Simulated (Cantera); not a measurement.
A closed system holds: 1 mol Si, a varied amount of NF3, at 973 K and 100000 Pa.

Method: chemical equilibrium by Gibbs-energy minimisation in Cantera with the NASA 1993 tables (ideal gas, pure condensed phases). Candidate condensed phases: Si, Si3N4; 16 gas species. The numbers say what is thermodynamically allowed, not how fast it happens.

Q: At 2.7 mol NF3, list the 5 most abundant gas species with their mole fractions, and the condensed phases.

A: F2 0.359, N2 0.286, SiF4 0.239, NF3 0.0721, F 0.0446. Condensed: gas only.
